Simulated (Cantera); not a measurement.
Premixed flame

A freely propagating, adiabatic, planar premixed flame of CO : H2 : O2 : N2 : CO2 = 1 : 0.055 : 0.776 : 2.48 : 0.85 (molar parts), unburnt at 623 K and 1950 Torr; unity-Lewis-number transport, grid criteria slope 0.08 and curve 0.16, no radiation.

Computed with Cantera and GRI-Mech 3.0 (53 species, 325 reactions). The hydrogen kinetics of GRI-Mech 3.0 are dated; newer H2 mechanisms differ, most at raised pressure. Unity Lewis numbers drop preferential diffusion, which matters most where H2 and H carry the flame. Burning velocities carry a grid error of a few per cent, more on coarse grids.

| z (mm) | T (K) | u (m/s) | x CO | x H2 | x O2 | x HO2 | x CO2 | x N2O |
|---|---|---|---|---|---|---|---|---|
| -1.20 | 623 | 0.390 | 0.194 | 0.0107 | 0.150 | 2.01e-8 | 0.165 | <1e-8 |
| -0.799 | 624 | 0.390 | 0.194 | 0.0106 | 0.150 | 2.01e-7 | 0.165 | <1e-8 |
| -0.599 | 626 | 0.391 | 0.193 | 0.0106 | 0.150 | 8.26e-7 | 0.165 | <1e-8 |
| -0.400 | 642 | 0.401 | 0.192 | 0.0104 | 0.149 | 5.18e-6 | 0.167 | 1.46e-8 |
| -0.200 | 772 | 0.479 | 0.179 | 0.00871 | 0.142 | 5.27e-5 | 0.183 | 1.21e-7 |
| -0.0999 | 1019 | 0.621 | 0.153 | 0.00525 | 0.128 | 0.000131 | 0.215 | 3.40e-7 |
| 0 | 1365 | 0.812 | 0.107 | 0.000969 | 0.103 | 6.12e-5 | 0.269 | 7.80e-7 |
| 0.0999 | 1597 | 0.934 | 0.0723 | 0.000325 | 0.0851 | 3.12e-5 | 0.311 | 1.17e-6 |
| 0.200 | 1726 | 1.000 | 0.0534 | 0.000295 | 0.0762 | 2.00e-5 | 0.334 | 1.34e-6 |
| 0.400 | 1850 | 1.06 | 0.0363 | 0.000218 | 0.0688 | 1.06e-5 | 0.355 | 1.47e-6 |
| 0.799 | 1945 | 1.11 | 0.0232 | 0.000137 | 0.0633 | 5.02e-6 | 0.371 | 1.48e-6 |
| 1.60 | 2010 | 1.14 | 0.0138 | 8.02e-5 | 0.0593 | 2.36e-6 | 0.382 | 1.19e-6 |
| 3.20 | 2052 | 1.16 | 0.00760 | 4.40e-5 | 0.0567 | 1.19e-6 | 0.390 | 7.50e-7 |
x: mole fraction of selected species; z is measured from the peak of heat release.

The laminar burning velocity is 39.0 cm/s and the thermal thickness is 0.400 mm. The peak x(HO2) is 0.000131 and the grid points is 107.
